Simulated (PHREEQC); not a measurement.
A solution holds 0.3 mol MgSO4, 3.4e-05 mol Na2SO4 and 1e-06 mol H4SiO4 per kg of water, at 25 °C. Closed to the air; pH follows from the charge balance.

All values are PHREEQC results (ion-association model, phreeqc.dat), not measurements.

Precipitation was switched off in this run.

Estimate the ionic strength.

ionic strength 0.473 mol/kgw.

In which forms is Mg present?

MgSO4 61 %, Mg+2 39 % of the Mg.
